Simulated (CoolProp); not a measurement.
Computed with CoolProp (reference Helmholtz-energy equation of state, Akasaka 2020).

Problem. For R1123, give the phase and the isothermal compressibility (1/MPa), fugacity coefficient at 4.35 °C and 3.04 bar; 4.35 °C and 24.7 bar.

Solution. 
- 4.35 °C and 3.04 bar: gas; isothermal compressibility 3.45, fugacity coefficient 0.958
- 4.35 °C and 24.7 bar: liquid; isothermal compressibility 0.00654, fugacity coefficient 0.430
